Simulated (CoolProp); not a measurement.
Propylene along the isotherm 9.65 °C: fugacity coefficient from the reference equation and from simpler models built on Tc = 91.1 °C, pc = 4555 kPa, ω = 0.146; each cubic takes its own stable root.

Values from CoolProp's reference Helmholtz-energy equation of state, Lemmon 2013.

| p (kPa) | phase | reference |
|---|---|---|
| 190 | gas | 0.9686 |
| 380 | gas | 0.9372 |
| 569 | gas | 0.9059 |
| 949 | liquid | 0.7129 |
| 1140 | liquid | 0.5973 |
| 1330 | liquid | 0.5153 |
| 1520 | liquid | 0.4537 |
| 1710 | liquid | 0.4059 |
| 1900 | liquid | 0.3676 |
| 2090 | liquid | 0.3364 |
| 2280 | liquid | 0.3103 |

**Question.** How far does each simpler model (van der Waals, Redlich-Kwong, Soave-Redlich-Kwong, Peng-Robinson) lie from the reference over these 11 states: mean and median of the absolute difference, and the worst?

**Answer.** 
- van der Waals: mean 49.8 %, median 63.4 %, worst +83.1 % at 9.65 °C and 2280 kPa
- Redlich-Kwong: mean 11.6 %, median 15.6 %, worst +16.0 % at 9.65 °C and 2280 kPa
- Soave-Redlich-Kwong: mean 1.3 %, median 1.6 %, worst +1.8 % at 9.65 °C and 2280 kPa
- Peng-Robinson: mean 0.2 %, median 0.3 %, worst -0.4 % at 9.65 °C and 2280 kPa

At some of these states van der Waals gives the other phase, because its saturation line lies elsewhere.
